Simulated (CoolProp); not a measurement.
Water along the isobar 34 MPa: density (kg/m³) from the reference equation and from simpler models built on Tc = 647.1 K, pc = 22.06 MPa, ω = 0.344; each cubic takes its own stable root.

Model: reference Helmholtz-energy equation of state, Wagner 2002, in CoolProp.

| T (K) | phase | reference |
|---|---|---|
| 358.1 | liquid | 983.3 |
| 380.4 | liquid | 968.5 |
| 402.7 | liquid | 951.8 |
| 425 | liquid | 933.3 |
| 447.3 | liquid | 913.0 |
| 469.6 | liquid | 890.9 |
| 491.9 | liquid | 866.8 |
| 514.2 | liquid | 840.4 |
| 536.6 | liquid | 811.3 |
| 558.9 | liquid | 779.1 |
| 581.2 | liquid | 742.7 |

How far does each simpler model (Soave-Redlich-Kwong, Peng-Robinson) lie from the reference over these 11 states: mean and median of the absolute difference, and the worst?


- Soave-Redlich-Kwong: mean 27.9 %, median 27.6 %, worst -30.3 % at 581.2 K and 34 MPa
- Peng-Robinson: mean 18.6 %, median 18.3 %, worst -21.5 % at 581.2 K and 34 MPa
